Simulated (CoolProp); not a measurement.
Model: reference Helmholtz-energy equation of state, Wu 2012, in CoolProp.

### Question
Give the vapour pressure (bar), vapour density (kg/m³), enthalpy of vaporisation (kJ/kg), liquid cp (kJ/(kg K)) of saturated fluoroethane (R161) at 35.15, 58.75, 70.55 °C.

### Answer
| T (°C) | p (bar) | vapour density (kg/m³) | enthalpy of vaporisation (kJ/kg) | liquid cp (kJ/(kg K)) |
|---|---|---|---|---|
| 35.15 | 12.1 | 28.3 | 321 | 2.38 |
| 58.75 | 21.1 | 52.2 | 270 | 2.67 |
| 70.55 | 27.1 | 71.1 | 238 | 2.93 |
